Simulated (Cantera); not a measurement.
**Thermodynamics of abatement and gas-phase synthesis, feed NH₃ + H₂O + N₂**

Input: 1 mol NH₃, 0.2 mol H₂O, 1.8 mol N₂, at 17.0 mbar.

These are equilibrium values from Cantera (NASA tables, ideal gas, pure condensed phases), not measurements of a reactor. Candidate condensed phases: H₂O; 47 gas species. Ions and electrons are included (thermal ionisation). Rates play no part.

```
T (°C)  log p H  log p N₂  log p N  log p H₂  log p O  log p OH  log p H₂O
------  -------  --------  -------  --------  -------  --------  ---------
2727      -2.16     -2.12    -5.92     -2.72    -3.48     -3.82      -3.90
3227      -2.03     -2.17    -4.74     -3.59    -3.27     -4.60      -5.83
3727      -2.01     -2.18    -3.84     -4.43    -3.25     -5.42      -7.60
4227      -2.02     -2.21    -3.15     -5.11    -3.25     -6.09      -9.03
4727      -2.04     -2.30    -2.63     -5.70    -3.27     -6.66     -10.22
```
log p: log10 of the partial pressure in bar; nothing condenses.

From 2727 °C to 4727 °C nothing is condensed.
